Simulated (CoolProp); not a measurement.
Vapour-liquid equilibrium of R13 (1) + propylene (2) at -81.65 °C; x and y are mole fractions of (1).

Values from CoolProp's multi-fluid Helmholtz-energy mixture model, Platzer 1990 and Lemmon 2013; pair parameters Bell 2016. This equation is an older, rougher fit; its heat capacities, sound speeds and derivatives of the liquid may be far off and weren't checked against measurements.

| x | bubble pressure (kPa) | y at the bubble point | dew pressure at overall composition x (kPa) | liquid density (mol/L) |
|---|---|---|---|---|
| 0.05 | 26.11 | 0.425 | 16.45 | 15.41 |
| 0.125 | (withheld) | 0.638 | 17.77 | 15.33 |
| 0.2 | 48.98 | 0.730 | 19.32 | 15.25 |
| 0.275 | 56.97 | 0.782 | 21.16 | 15.17 |
| 0.35 | 63.43 | 0.816 | 23.38 | 15.09 |
| 0.425 | 68.78 | 0.841 | 26.11 | 15.01 |
| 0.5 | 73.38 | 0.862 | 29.56 | 14.94 |
| 0.575 | 77.51 | 0.879 | 34.02 | 14.87 |
| 0.65 | 81.37 | 0.896 | 39.99 | 14.80 |
| 0.725 | 85.15 | 0.914 | 48.31 | (withheld) |
| 0.8 | (withheld) | 0.932 | 60.26 | 14.68 |
| 0.875 | 92.96 | 0.954 | 76.50 | 14.63 |
| 0.95 | 97.14 | 0.980 | 92.26 | 14.59 |

Problem. Some entries are withheld; supply them.

Solution. 
- 0.125, bubble pressure (kPa): 38.91
- 0.725, liquid density (mol/L): 14.74
- 0.8, bubble pressure (kPa): 88.98

No azeotrope shows between x = 0.05 and 0.95.

The pair parameters rest on a limited set of measurements; away from them the model extrapolates. With so large a gap from Raoult's law the liquid may split in two, which this calculation doesn't test in full.
